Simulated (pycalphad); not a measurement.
Source of the numbers: pycalphad with the COST 507 light-alloy database (1999); pressure 1 atm. The data set is of 1999 and partly superseded. Phase fractions are per mole of atoms. Kinetics are ignored, which matters at the lower temperatures.

Problem. Give the equilibrium state of Cu-93Si (at.%) at 1350 K.

Solution. DIAMOND_A4, fraction 0.857, with 100 Si at.%; LIQUID, fraction 0.143, with 51.1 Si at.%.

Problem. Give the equilibrium state of Cu-93Si (at.%) at 550 K.

Solution. 
```
T = 550.00 K, P = 101325 Pa, N = 1 mol of atoms
G = -12904 J/mol, H = 5893 J/mol, S = 34.18 J/(mol K)  (SER reference)
chemical potentials (J/mol): Cu -22560, Si -12177
phase             fraction      x(Cu)      x(Si)
DIAMOND_A4          0.9079       none     1.0000
CU19SI6_ETA         0.0921     0.7600     0.2400
```

Database names, with the compositions (at.%) that they take in these runs: CU19SI6_ETA: Cu 76 Si 24. DIAMOND_A4 is diamond (Si). An entry "none" or "no" means that the model of the phase leaves that element out.
